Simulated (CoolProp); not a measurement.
Aqueous propylene glycol as a coolant, at 32 °C, 1 atm.

The numbers come from the Melinder's fits for secondary coolants in CoolProp.

| mass % | freezing point (°C) | cp (kJ/(kg K)) | density (kg/m³) | viscosity (mPa s) | conductivity (W/(m K)) |
|---|---|---|---|---|---|
| 2.8 | -0.6 | ___ | 997.4 | 0.842 | 0.602 |
| 11.7 | ___ | 4.076 | 1004 | 1.11 | 0.550 |
| 20.6 | -7.5 | 3.996 | 1011 | 1.46 | 0.501 |
| 29.4 | -12.4 | 3.897 | 1017 | 1.94 | 0.457 |
| 38.3 | ___ | 3.772 | 1024 | 2.62 | 0.416 |
| 47.1 | -28.3 | 3.627 | 1030 | 3.51 | 0.377 |
| 56 | ___ | 3.468 | 1033 | 4.74 | 0.341 |

### Question
Complete the blanks.

### Answer

- 2.8, cp (kJ/(kg K)): 4.152
- 11.7, freezing point (°C): -3.5
- 38.3, freezing point (°C): -19.0
- 56, freezing point (°C): -42.0
